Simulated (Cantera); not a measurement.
## Low-pressure radical oxidation in H2/O2

A perfectly stirred reactor is fed with 1.94 % H2, 84.5 % O2, 13.5 % N2, equivalence ratio 0.011, at 10.00 Torr; it is held at 1125 K, and followed from long to short residence time.

Detailed kinetics in Cantera: GRI-Mech 3.0 (53 species, 325 reactions). Radical loss at walls, strong at low pressure, is not modelled.

| τ (s) | x H2 | x O2 | x NO | x N2O | x H2O2 | x H |
|---|---|---|---|---|---|---|
| 8.2 | 3.27e-5 | 0.843 | 6.42e-9 | 3.70e-9 | 2.51e-8 | 1.47e-5 |
| 2.1 | 7.15e-5 | 0.842 | 6.75e-9 | 3.22e-9 | 3.21e-8 | 5.49e-5 |
| 0.52 | 0.000158 | 0.841 | 9.86e-9 | 2.62e-9 | 3.95e-8 | 0.000197 |
| 0.13 | 0.000354 | 0.838 | 1.36e-8 | 1.93e-9 | 4.87e-8 | 0.000604 |
| 0.033 | 0.000843 | 0.835 | 1.21e-8 | 1.18e-9 | 6.52e-8 | 0.00140 |
| 0.0082 | 0.00227 | 0.833 | 5.53e-9 | 4.89e-10 | 1.02e-7 | 0.00232 |
| 0.0020 | 0.00657 | 0.835 | 1.04e-9 | 1.12e-10 | 1.50e-7 | 0.00239 |
x: mole fraction; the columns are a selection and need not sum to one.
